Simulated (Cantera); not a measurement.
Input: 1 mol SiC, 0.91 mol N₂O, 850 mol N₂, equilibrated at 725 °C and 4.90 Pa.

These are equilibrium values from Cantera (NASA tables, ideal gas, pure condensed phases), not measurements of a reactor. Candidate condensed phases: C, Si, SiC, SiO₂, Si₂N₂O, Si₃N₄; 34 gas species. Rates play no part.

What is the equilibrium state?


- x(N₂): 1.000
- x(CO): 0.000482
- n(C(graphite)): 0.590 mol
- n(Si₂N₂O(s)): 0.500 mol
- gas amount: 850.8 mol
- log10 activity of Si(s) (absent): -6.16
